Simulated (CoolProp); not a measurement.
Properties of R134a along the isobar 3150 kPa (Tc = 101.1 °C, pc = 4059 kPa, ω = 0.327).

Values from CoolProp's reference Helmholtz-energy equation of state, Tillner-Roth 1994.

```json
[
 {"T (°C)": "-29.05", "phase": "liquid", "Z": "0.1136", "cv (kJ/(kg K))": "0.8452", "Joule-Thomson coefficient (K/MPa)": "-0.2795", "conductivity (mW/(m K))": "107", "Prandtl number": "4.85", "fugacity coefficient": "0.03013"},
 {"T (°C)": "-23.35", "phase": "liquid", "Z": "0.1124", "cv (kJ/(kg K))": "0.8515", "Joule-Thomson coefficient (K/MPa)": "-0.2656", "conductivity (mW/(m K))": "104", "Prandtl number": "4.62", "fugacity coefficient": "0.03875"},
 {"T (°C)": "-17.65", "phase": "liquid", "Z": "0.1113", "cv (kJ/(kg K))": "0.8579", "Joule-Thomson coefficient (K/MPa)": "-0.2505", "conductivity (mW/(m K))": "102", "Prandtl number": "4.42", "fugacity coefficient": "0.04913"},
 {"T (°C)": "-11.95", "phase": "liquid", "Z": "0.1102", "cv (kJ/(kg K))": "0.8645", "Joule-Thomson coefficient (K/MPa)": "-0.2338", "conductivity (mW/(m K))": "99.0", "Prandtl number": "4.24", "fugacity coefficient": "0.06143"},
 {"T (°C)": "-6.25", "phase": "liquid", "Z": "0.1093", "cv (kJ/(kg K))": "0.8712", "Joule-Thomson coefficient (K/MPa)": "-0.2154", "conductivity (mW/(m K))": "96.5", "Prandtl number": "4.08", "fugacity coefficient": "0.07587"},
 {"T (°C)": "-0.45", "phase": "liquid", "Z": "0.1085", "cv (kJ/(kg K))": "0.8781", "Joule-Thomson coefficient (K/MPa)": "-0.1945", "conductivity (mW/(m K))": "93.9", "Prandtl number": "3.93", "fugacity coefficient": "0.09291"},
 {"T (°C)": "5.25", "phase": "liquid", "Z": "0.1077", "cv (kJ/(kg K))": "0.8851", "Joule-Thomson coefficient (K/MPa)": "-0.1716", "conductivity (mW/(m K))": "91.5", "Prandtl number": "3.80", "fugacity coefficient": "0.1121"},
 {"T (°C)": "10.95", "phase": "liquid", "Z": "0.1071", "cv (kJ/(kg K))": "0.8921", "Joule-Thomson coefficient (K/MPa)": "-0.1458", "conductivity (mW/(m K))": "89.0", "Prandtl number": "3.68", "fugacity coefficient": "0.1339"},
 {"T (°C)": "16.65", "phase": "liquid", "Z": "0.1067", "cv (kJ/(kg K))": "0.8994", "Joule-Thomson coefficient (K/MPa)": "-0.1167", "conductivity (mW/(m K))": "86.6", "Prandtl number": "3.57", "fugacity coefficient": "0.1585"},
 {"T (°C)": "22.35", "phase": "liquid", "Z": "0.1063", "cv (kJ/(kg K))": "0.9067", "Joule-Thomson coefficient (K/MPa)": "-0.08346", "conductivity (mW/(m K))": "84.2", "Prandtl number": "3.47", "fugacity coefficient": "0.1858"},
 {"T (°C)": "28.15", "phase": "liquid", "Z": "0.1061", "cv (kJ/(kg K))": "0.9145", "Joule-Thomson coefficient (K/MPa)": "-0.04451", "conductivity (mW/(m K))": "81.7", "Prandtl number": "3.38", "fugacity coefficient": "0.2165"}
]
```

Viscosity comes from a separate model (Huber 2003), an estimate that may be off by 10 % or more. Thermal conductivity comes from a separate model (McLinden 2000), an estimate that may be off by 10 % or more.
